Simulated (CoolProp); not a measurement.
Vapour-liquid equilibrium of carbon dioxide (1) + R143a (2) at 6.51 bar; x and y are mole fractions of (1).

Values from CoolProp's multi-fluid Helmholtz-energy mixture model, Span 1996 and Lemmon and Jacobsen 2000; pair parameters Bell 2016.

Question: Give the bubble temperature and the first vapour's composition at x = 0.35, 0.5, 0.8. Is there an azeotrope?

Answer: x = 0.35: -30.4 °C, y = 0.768; x = 0.5: -38.1 °C, y = 0.866; x = 0.8: -47.0 °C, y = 0.956. No azeotrope shows between x = 0.05 and 0.95.

Pair parameters are fitted to limited data, so mixtures are less certain than the pure fluids. The gap from Raoult's law changes sign with composition, which may be real or a fault of the pair parameters; it wasn't checked against measurements.
